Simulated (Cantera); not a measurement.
Charge: 1 mol FeS2, 26 mol H2, equilibrated at 1302 °C and 0.285 Torr.

Method: chemical equilibrium by Gibbs-energy minimisation in Cantera with the NASA 1993 tables (ideal gas, pure condensed phases). The numbers say what is thermodynamically allowed, not how fast it happens.

```
species       before     after
----------  --------  --------
H2             0.953     0.953
S2            0.0306    0.0297
H2S          0.00835    0.0106
Fe           0.00180   0.00108
S           0.000837  0.000641
H            0.00208   0.00162
SH           0.00367   0.00362
Fe(γ), mol     0.951     0.971
```
Gas species are given as mole fractions.

Question: What was changed between the two runs?
(A) pressure from 0.285 Torr to 0.473 Torr
(B) temperature from 1302 °C to 1127 °C
(C) temperature from 1302 °C to 825 °C
(D) H2 from 26 to 350 mol

Answer: A, pressure from 0.285 Torr to 0.473 Torr
